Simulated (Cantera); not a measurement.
Charge: 1 mol BN, 250 mol H2, 54 mol N2, 15 mol O2, held at 1198 K and 323 Torr.

Cantera equilibrium calculation (NASA polynomials, part measured and part estimated; ideal gas, pure solids and liquids). Candidate condensed phases: B, BN, B2O3, B3O3H3, H2O; 39 gas species. Gases not in the tables: H3BO3. The numbers say what is thermodynamically allowed, not how fast it happens.

Base state: H2 0.727, N2 0.179, H2O 0.0931, HBO2 0.000376, (HBO2)3 0.000219, NH3 2.18e-5 (mole fractions); condensed: B2O3(l).

**Question.** What changes in the equilibrium state with this change: pressure from 323 Torr to 0.735 Torr?

**Answer.** 
```tsv
species	before	after
H2	0.727	0.726
N2	0.179	0.179
H2O	0.0931	0.0918
HBO2	0.000376	0.00327
NH3	2.18e-5	4.95e-8
(HBO2)3	0.000219	7.50e-7
B2O3(l), mol	0.343	0
```
